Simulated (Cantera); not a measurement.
Feed: 1 mol Pb, 0.076 mol CO, 63 mol H2, at 0.0660 bar.

These are equilibrium values from Cantera (NASA tables, ideal gas, pure condensed phases), not measurements of a reactor. Candidate condensed phases: C, C6H6, C7H8, C8H18, H2O, Pb, PbO, PbO2, Pb3O4; 113 gas species. The numbers say what is thermodynamically allowed, not how fast it happens.

What share of the Pb ends up in condensed phases as a function of T (K), at 700, 850, 1000, 1150, 1300, 1450, 1600?


```csv
T (K),Pb condensed (%),as
700,100.0,Pb(l)
850,100.0,Pb(l)
1000,98.5,Pb(l)
1150,72.2,Pb(l)
1300,0.0,-
1450,0.0,-
1600,0.0,-
```
